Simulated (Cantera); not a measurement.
Charge: 1 mol MgF₂, 0.11 mol O₂, 0.42 mol N₂, equilibrated at 2200 K and 1.90 Pa.

Equilibrium computed with Cantera from the NASA thermochemical tables; the gas is ideal and each condensed phase is pure. Candidate condensed phases: Mg, MgF₂, MgO; 24 gas species. Equilibrium is a limit: real reactors are often held back by kinetics, nucleation or transport.

Base state: MgF₂ 0.506, N₂ 0.238, F 0.0855, O 0.0854, MgF 0.0421, Mg 0.0216, O₂ 0.0189, NO 0.00209 (mole fractions); condensed: gas only.

What changes in the equilibrium state with this change: pressure from 1.90 Pa to 2.40 mbar?


| species | before | after |
|---|---|---|
| MgF₂ | 0.506 | 0.639 |
| N₂ | 0.238 | 0.269 |
| O₂ | 0.0189 | 0.0621 |
| F | 0.0855 | 0.00633 |
| O | 0.0854 | 0.0138 |
| Mg | 0.0216 | 0.000312 |
| MgF | 0.0421 | 0.00569 |
| MgO | 4.11e-5 | 1.21e-5 |
| NO | 0.00209 | 0.00401 |

What changes in the equilibrium state with this change: temperature from 2200 K to 2000 K?


| species | before | after |
|---|---|---|
| MgF₂ | 0.506 | 0.618 |
| N₂ | 0.238 | 0.264 |
| O₂ | 0.0189 | 0.0510 |
| F | 0.0855 | 0.0164 |
| O | 0.0854 | 0.0347 |
| Mg | 0.0216 | 0.00235 |
| MgF | 0.0421 | 0.0117 |
| MgO | 4.11e-5 | 1.09e-5 |
| NO | 0.00209 | 0.00219 |

What changes in the equilibrium state with this change: 0.17 mol H₂ added?


```tsv
species	before	after
MgF₂	0.506	0.360
N₂	0.238	0.206
HF	0	0.161
Mg	0.0216	0.0690
F	0.0855	0.0404
MgF	0.0421	0.0635
O₂	0.0189	0.0151
O	0.0854	0.0761
H	0	0.00575
OH	0	0.000376
```
Further candidate phases: H₂O, Mg(OH)₂.
